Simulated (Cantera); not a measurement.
Input (Python, Cantera):

```python
import numpy as np
import cantera as ct

gas = ct.Solution("gri30.yaml")
gas.TPX = 425, 150000, {'CH4': 1, 'O2': 1.67, 'N2': 4.5}
flame = ct.FreeFlame(gas, width=0.03)
flame.set_refine_criteria(ratio=3, slope=0.08, curve=0.16)
flame.transport_model = "unity-Lewis-number"
flame.solve(loglevel=0, auto=True)
z, T = flame.grid, flame.T
thick = (T[-1] - T[0]) / np.gradient(T, z).max()
show = ['CH4', 'O2', 'HO2', 'O', 'CO2', 'H2O']
print(f"laminar burning velocity  {flame.velocity[0] * 100:.3f} cm/s")
print(f"burnt temperature         {T[-1]:.1f} K")
print(f"thermal thickness         {thick * 1e3:.4f} mm")
print(f"grid points               {len(z)}")
z0 = z[flame.heat_release_rate.argmax()]
print(f"{'z/mm':>9s}{'T/K':>9s}{'u/(m/s)':>9s}" + "".join(f"{s:>11s}" for s in show))
rows = []
for k in (-3, -2, -1.5, -1, -0.5, -0.25, 0, 0.25, 0.5, 1, 2, 4, 8):
    zz = z0 + k * thick
    rows.append([k * thick, np.interp(zz, z, T), np.interp(zz, z, flame.velocity),
                 *(np.interp(zz, z, flame.X[gas.species_index(s)]) for s in show)])
    print(f"{rows[-1][0] * 1e3:9.3f}{rows[-1][1]:9.1f}{rows[-1][2]:9.3f}" + "".join(f"{x:11.3e}" for x in rows[-1][3:]))
```

Result:

```
laminar burning velocity  63.623 cm/s
burnt temperature         2491.9 K
thermal thickness         0.2523 mm
grid points               146
     z/mm      T/K  u/(m/s)        CH4         O2        HO2          O        CO2        H2O
   -0.757    425.2    0.637  1.395e-01  2.329e-01  2.209e-08  5.959e-13  4.272e-06  2.114e-05
   -0.505    428.0    0.641  1.393e-01  2.326e-01  3.109e-07  1.924e-11  6.087e-05  3.012e-04
   -0.378    442.8    0.663  1.382e-01  2.311e-01  1.779e-06  2.069e-10  3.632e-04  1.797e-03
   -0.252    560.5    0.843  1.294e-01  2.192e-01  1.231e-05  5.812e-09  2.824e-03  1.397e-02
   -0.126   1127.3    1.731  8.266e-02  1.553e-01  6.145e-05  3.585e-06  1.600e-02  7.893e-02
   -0.063   1616.7    2.539  3.908e-02  9.468e-02  1.185e-04  9.705e-05  2.866e-02  1.397e-01
    0.000   2051.9    3.294  5.702e-03  3.723e-02  4.566e-05  1.030e-03  4.271e-02  1.925e-01
    0.063   2202.0    3.549  1.891e-04  1.428e-02  6.937e-06  2.925e-03  5.398e-02  2.076e-01
    0.126   2244.3    3.608  3.913e-06  9.303e-03  4.202e-06  3.370e-03  6.033e-02  2.093e-01
    0.252   2296.7    3.678  7.332e-09  6.948e-03  3.119e-06  2.795e-03  6.482e-02  2.117e-01
    0.505   2360.6    3.760  2.234e-13  5.004e-03  2.160e-06  1.906e-03  6.736e-02  2.170e-01
    1.009   2422.4    3.839  2.409e-14  3.196e-03  1.343e-06  1.128e-03  6.950e-02  2.226e-01
    2.019   2466.3    3.895  3.546e-14  1.949e-03  8.073e-07  6.552e-04  7.112e-02  2.268e-01
```

Cantera simulation using GRI-Mech 3.0 (53 species, 325 reactions); the numbers are that mechanism's predictions, not measurements. Unity Lewis numbers drop preferential diffusion, which matters most where H2 and H carry the flame. Burning velocities carry a grid error of a few per cent, more on coarse grids.
